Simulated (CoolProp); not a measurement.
Properties of C3F8 (R218) along the isotherm 365.6 K.

Computed with CoolProp (reference Helmholtz-energy equation of state, Lemmon 2006). It is a short technical equation, of lower accuracy than the large ones.

| p (MPa) | phase | density (kg/m³) | cp (kJ/(kg K)) | cv (kJ/(kg K)) | speed of sound (m/s) |
|---|---|---|---|---|---|
| 0.0632 | gas | 3.934 | 0.8871 | 0.8414 | 129.7 |
| 0.112 | gas | 7.007 | 0.8889 | ? | 129.2 |
| 0.2 | gas | 12.63 | 0.8924 | 0.8433 | 128.1 |
| 0.356 | gas | 22.86 | 0.8990 | 0.8455 | 126.2 |
| 0.632 | gas | 41.91 | 0.9125 | 0.8498 | 122.7 |
| 1.12 | gas | 79.18 | 0.9439 | ? | 115.8 |
| 2 | gas | 164.5 | 1.048 | 0.8795 | 101.1 |
| 3.56 | supercritical | 502.9 | 2.093 | 0.9404 | 74.42 |
| 6.32 | supercritical | 989.3 | 1.365 | 0.8976 | 163.7 |
| 11.2 | supercritical | 1148 | 1.192 | 0.8812 | 256.1 |
| 20 | supercritical | 1272 | 1.124 | ? | 353.7 |

Q: Fill in the missing entries.

A: 
- 0.112, cv (kJ/(kg K)): 0.8420
- 1.12, cv (kJ/(kg K)): 0.8586
- 20, cv (kJ/(kg K)): 0.8752

The peak of cp marks the crossing from liquid-like to gas-like fluid above the critical point.
